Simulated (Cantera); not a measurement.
Charge: 1 mol n-butane, 0.35 mol O₂, equilibrated at 2623.15 K and 79.0 mbar.

These are equilibrium values from Cantera (NASA tables, ideal gas, pure condensed phases), not measurements of a reactor. Candidate condensed phases: C, C₆H₆, C₇H₈, C₈H₁₈, H₂O; 110 gas species. Rates play no part.

Base state: H₂ 0.742, H 0.129, CO 0.115, C₂H₂ (acetylene) 0.0132, C₂H 0.000211, C₄H₂ 9.68e-5, C₃ 3.90e-5, CH₃ 1.64e-5 (mole fractions); condensed: C(graphite).

Problem. What changes in the equilibrium state with this change: pressure from 79.0 mbar to 15.0 Pa?

Solution. 
```json
[
 {"species": "H", "before": "0.129", "after": "0.842"},
 {"species": "CO", "before": "0.115", "after": "0.0676"},
 {"species": "H₂", "before": "0.742", "after": "0.0599"},
 {"species": "C₃", "before": "3.90e-5", "after": "0.0205"},
 {"species": "C₂H₂ (acetylene)", "before": "0.0132", "after": "0.00106"},
 {"species": "CH₃", "before": "1.64e-5", "after": "1.64e-8"},
 {"species": "C", "before": "1.06e-5", "after": "0.00557"},
 {"species": "C₄", "before": "3.88e-8", "after": "2.04e-5"},
 {"species": "C₂", "before": "3.67e-6", "after": "0.00194"},
 {"species": "C(graphite), mol", "before": "3.13", "after": "2.51"}
]
```

Problem. What changes in the equilibrium state with this change: O₂ from 0.35 to 0.027 mol?

Solution. 
| species | before | after |
|---|---|---|
| H₂ | 0.742 | 0.838 |
| H | 0.129 | 0.137 |
| C₂H₂ (acetylene) | 0.0132 | 0.0149 |
| CO | 0.115 | 0.00995 |
| CH₃ | 1.64e-5 | 1.97e-5 |
| C₂H₂ (vinylidene) | 1.52e-5 | 1.72e-5 |
| C₄H₂ | 9.68e-5 | 0.000109 |
| C(graphite), mol | 3.13 | 3.78 |

Problem. What changes in the equilibrium state with this change: O₂ from 0.35 to 1.7 mol?

Solution. 
```
species              before     after
-----------------  --------  --------
H₂                    0.742     0.501
CO                    0.115     0.383
H                     0.129     0.106
C₂H₂ (acetylene)     0.0132   0.00889
CH₃                 1.64e-5   9.13e-6
C₂H₂ (vinylidene)   1.52e-5   1.03e-5
C₄H₂                9.68e-5   6.54e-5
C₂H                0.000211  0.000173
C                   1.06e-5   1.06e-5
C(graphite), mol       3.13     0.435
```
